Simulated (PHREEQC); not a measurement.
Solution (25 °C): 2.3 mmol/kgw Cu(BF4)2 and 53 mmol/kgw Na2SO4. Closed to the air; pH follows from the charge balance.

Model: ion-association model, phreeqc.dat, run in PHREEQC.

Task: The ionic strength comes out as 0.147 mol/kgw. What activity coefficients do BF3OH-, BF4-, H+, SO4-2, NaSO4- get?

Result: BF3OH- 0.76, BF4- 0.76, H+ 0.81, SO4-2 0.33, NaSO4- 0.77.

This is a speciation only: nothing precipitates in the calculation. Real BF4- forms and hydrolyses slowly; the run takes it at equilibrium.
